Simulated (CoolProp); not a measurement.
Saturation properties of m-xylene (Tc = 343.7 °C, pc = 3535 kPa, ω = 0.326).

The numbers come from the reference Helmholtz-energy equation of state, Zhou 2012 in CoolProp.

```csv
T (°C),p (kPa),liquid density (kg/m³),vapour density (kg/m³),liquid viscosity (µPa s)
57.25,5.830,831.7,0.2266,416
71.55,10.80,819.0,0.4034,?
85.95,18.93,805.9,0.6822,325
100.25,31.45,792.7,1.096,290
114.65,50.13,779.1,1.695,261
129.05,76.85,765.2,2.530,235
143.35,113.5,751.0,3.651,213
157.75,163.1,736.3,5.144,?
172.05,227.7,721.2,?,175
186.45,311.1,705.4,9.545,159
200.85,416.2,688.9,12.68,144
215.15,545.3,671.7,16.58,131
229.55,703.9,653.3,?,119
```

Task: What belongs in the gaps?

Result: 
- 71.55, liquid viscosity (µPa s): 366
- 157.75, liquid viscosity (µPa s): 193
- 172.05, vapour density (kg/m³): 7.069
- 229.55, vapour density (kg/m³): 21.48

It boils at 139.1 °C under 1 atm.

Viscosity comes from a separate model (Cao 2016).
